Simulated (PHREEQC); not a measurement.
A solution holds 0.0013 mol CdCl2, 3.8e-05 mol ZnCl2, 0.00049 mol H2SO4 and 0.00078 mol Na2SO4 per kg of water, at 25 °C. Closed to the air; pH follows from the charge balance.

All values are PHREEQC results (ion-association model, phreeqc.dat), not measurements.

No solid was allowed to form.

**Question.** What pH does the model give?

**Answer.** pH 3.07.

**Question.** In which forms is Zn present?

**Answer.** Zn+2 89 %, ZnSO4 11 % of the Zn.
